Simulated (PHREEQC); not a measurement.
Polishing slurry liquid: an equilibrium model

Make-up at 25 °C: 0.04 mol/kgw NH3, 0.00021 mol/kgw K2SO4 and 6.3e-05 mol/kgw H3BO3. Closed to the air; pH follows from the charge balance.

Computed with PHREEQC (ion-association model, phreeqc.dat).

Each row changes one thing in this solution. This is a speciation only: nothing precipitates in the calculation.

```json
[
 {"case": "as made", "pH": "10.90", "ionic strength (mol/kgw)": "0.00153", "NH4+ (mol/kgw)": "0.000901", "NH4SO4- (mol/kgw)": "2.03e-6", "H3BO3 (mol/kgw)": "1.29e-6", "KSO4- (mol/kgw)": "5.14e-7"},
 {"case": "NH3 from 0.04 to 0.2 mol/kgw", "pH": "11.26", "ionic strength (mol/kgw)": "0.00264", "NH4+ (mol/kgw)": "0.00201", "NH4SO4- (mol/kgw)": "4.25e-6", "H3BO3 (mol/kgw)": "5.60e-7", "KSO4- (mol/kgw)": "4.84e-7"},
 {"case": "NH3 from 0.04 to 0.06 mol/kgw", "pH": "___", "ionic strength (mol/kgw)": "0.00173", "NH4+ (mol/kgw)": "0.00110", "NH4SO4- (mol/kgw)": "2.44e-6", "H3BO3 (mol/kgw)": "___", "KSO4- (mol/kgw)": "5.08e-7"},
 {"case": "temperature from 25 to 50 °C", "pH": "10.18", "ionic strength (mol/kgw)": "0.00156", "NH4+ (mol/kgw)": "0.000930", "NH4SO4- (mol/kgw)": "2.07e-6", "H3BO3 (mol/kgw)": "4.20e-6", "KSO4- (mol/kgw)": "7.60e-7"},
 {"case": "K2SO4 from 0.00021 to 0.00042 mol/kgw", "pH": "10.90", "ionic strength (mol/kgw)": "0.00216", "NH4+ (mol/kgw)": "0.000907", "NH4SO4- (mol/kgw)": "3.95e-6", "H3BO3 (mol/kgw)": "1.28e-6", "KSO4- (mol/kgw)": "1.99e-6"},
 {"case": "temperature from 25 to 75 °C", "pH": "___", "ionic strength (mol/kgw)": "0.00153", "NH4+ (mol/kgw)": "0.000903", "NH4SO4- (mol/kgw)": "1.99e-6", "H3BO3 (mol/kgw)": "___", "KSO4- (mol/kgw)": "1.06e-6"}
]
```

Task: Some entries are withheld; supply them.

Result: 
- NH3 from 0.04 to 0.06 mol/kgw, pH: 10.99
- NH3 from 0.04 to 0.06 mol/kgw, H3BO3 (mol/kgw): 1.04e-6
- temperature from 25 to 75 °C, pH: 9.60
- temperature from 25 to 75 °C, H3BO3 (mol/kgw): 1.01e-5

Species that the database lacks are ignored. Away from 25 °C the constants follow the database's enthalpies or fits; those with neither stay at their 25 °C values.
